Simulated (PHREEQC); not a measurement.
Dissolve 0.0011 mol/kgw TMAH and 0.058 mol/kgw K3PO4 at 25 °C. Closed to the air; pH follows from the charge balance.

The numbers come from PHREEQC with the ion-association model, wateq4f.dat.

No solid was allowed to form.

Estimate the pH.

pH 12.06.

In which forms is P present?

PO4-3 73 %, HPO4-2 25 %, KHPO4- 2.0 % of the P.

Complexes and solids missing from the database can't appear. (CH3)4N+ isn't in the database: it is added as a free cation with an ion size of 4 Å. H3PO4, which wateq4f.dat lacks, is added to it with the constant of phreeqc.dat.
